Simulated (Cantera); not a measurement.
Charge: 1 mol CH2F2, 18 mol H2, at 7.40 Pa.

Method: chemical equilibrium by Gibbs-energy minimisation in Cantera with the NASA 1993 tables (ideal gas, pure condensed phases). Candidate condensed phases: C, C6H6, C7H8, C8H18; 95 gas species. Kinetics and transport are ignored. All values below are at 2650 °C.

Base state: H 0.923, F 0.0273, HF 0.0227, C 0.0216, H2 0.00411, C2 0.000812, C3 0.000543, CF 0.000179 (mole fractions); condensed: gas only.

Task: What changes in the equilibrium state with this change: H2 from 18 to 2.1 mol?

Result: 
| species | before | after |
|---|---|---|
| H | 0.923 | 0.667 |
| F | 0.0273 | 0.152 |
| HF | 0.0227 | 0.0911 |
| C3 | 0.000543 | 0.0139 |
| C | 0.0216 | 0.0637 |
| CF | 0.000179 | 0.00294 |
| C2 | 0.000812 | 0.00706 |
